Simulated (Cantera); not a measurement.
A diamond (100) surface in a fixed gas of H2 with x(CH4) = 0.0022, x(H) = 0.041, x(CH3) = 0.0016, 8500 Pa; coverages are run to steady state.

Cantera simulation using the Harris–Goodwin 1993 mechanism for the reconstructed diamond (100) surface; the numbers are that mechanism's predictions, not measurements.

θ: site fractions in the mechanism's names (c6HH fully hydrogenated, c6H* and c6*H radical sites, c6** diradical, c6HM methylated).

```
T (K)  growth (µm/h)  θ c6HH  θ c6H*  θ c6*H   θ c6**   θ c6HM
-----  -------------  ------  ------  ------  -------  -------
900              [?]   0.665  0.0107   0.281  0.00425   0.0317
975              [?]   0.601  0.0164   0.344  0.00794   0.0230
1050             [?]   0.539  0.0231   0.400   0.0134   0.0169
1125             [?]   0.482  0.0306   0.447   0.0209   0.0124
1200             [?]   0.432  0.0387   0.485   0.0305  0.00843
1275             [?]   0.387  0.0469   0.515   0.0424  0.00467
1350             [?]   0.348  0.0551   0.536   0.0562  0.00193
```

Fill in the missing entries.


- 900, growth (µm/h): 41.1
- 975, growth (µm/h): 62.3
- 1050, growth (µm/h): 86.9
- 1125, growth (µm/h): 111
- 1200, growth (µm/h): 125
- 1275, growth (µm/h): 113
- 1350, growth (µm/h): 83.0
